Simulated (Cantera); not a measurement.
A Cantera script and what it prints.

```python
import numpy as np
import cantera as ct

gas_names = """
    O2 CO
""".split()
cond_names = """
    Ta(cr) TaC(s) Ta2O5(s)
""".split()


# ... load() reads the species with a 1 bar reference pressure and builds the phases ...
species = {s.name: s for s in load("nasa_gas.yaml", gas_names) + load("nasa_condensed.yaml", cond_names)}
T = 1375
g = {n: (s.thermo.h(T) - T * s.thermo.s(T)) / (ct.gas_constant * T * np.log(10)) for n, s in species.items()}
valid = cond_names  # the entries whose range holds T


def stable(la, lb):
    # potentials (over RT ln 10) of the two non-metals from log10 p(O2) and log10 p(CO) in bar
    mu = {}
    mu["O"] = (g["O2"] + la) / 2
    mu["C"] = (g["CO"] + lb - 1 * mu["O"]) / 1
    cost = {}
    for n in valid:
        c = species[n].composition
        cost[n] = (g[n] - sum(c.get(e, 0) * m for e, m in mu.items())) / c["Ta"]
    return min(cost, key=cost.get)


results = []
for lb in [0, -0.8, -1.5, -2.3, -3.1, -3.8, -4.6, -5.4, -6.2, -6.9, -7.7, -8.5, -9.2, -10]:
    row = [stable(la, lb) for la in [-28, -26.5, -25.1, -23.6, -22.1, -20.6, -19.2, -17.7, -16.2, -14.7, -13.3, -11.8, -10.3, -8.8, -7.4, -5.9, -4.4, -2.9, -1.5, 0]]
    results.append(row)
    print(f"{lb:6.1f}  " + " ".join(f"{valid.index(n):x}" for n in row))
print("key: " + ", ".join(f"{i:x} {n}" for i, n in enumerate(valid)))
```

Result:

```
   0.0  1 1 1 1 1 1 1 2 2 2 2 2 2 2 2 2 2 2 2 2
  -0.8  1 1 1 1 1 1 1 2 2 2 2 2 2 2 2 2 2 2 2 2
  -1.5  1 1 1 1 1 1 1 2 2 2 2 2 2 2 2 2 2 2 2 2
  -2.3  1 1 1 1 1 1 1 2 2 2 2 2 2 2 2 2 2 2 2 2
  -3.1  1 1 1 1 1 1 2 2 2 2 2 2 2 2 2 2 2 2 2 2
  -3.8  1 1 1 1 1 1 2 2 2 2 2 2 2 2 2 2 2 2 2 2
  -4.6  1 1 1 1 1 1 2 2 2 2 2 2 2 2 2 2 2 2 2 2
  -5.4  1 1 1 1 1 2 2 2 2 2 2 2 2 2 2 2 2 2 2 2
  -6.2  1 1 1 1 1 2 2 2 2 2 2 2 2 2 2 2 2 2 2 2
  -6.9  1 1 1 1 1 2 2 2 2 2 2 2 2 2 2 2 2 2 2 2
  -7.7  1 1 1 1 0 2 2 2 2 2 2 2 2 2 2 2 2 2 2 2
  -8.5  1 1 1 0 0 2 2 2 2 2 2 2 2 2 2 2 2 2 2 2
  -9.2  1 1 0 0 0 2 2 2 2 2 2 2 2 2 2 2 2 2 2 2
 -10.0  1 0 0 0 0 2 2 2 2 2 2 2 2 2 2 2 2 2 2 2
key: 0 Ta(cr), 1 TaC(s), 2 Ta2O5(s)
```

Source: NASA polynomial tables (part measured, part estimated), evaluated in Cantera. TaC: taken at fixed stoichiometry. Not in the tables: Ta2C. Part of the grid cannot be reached: there another gas would pass 10 bar, or a non-metal would condense.
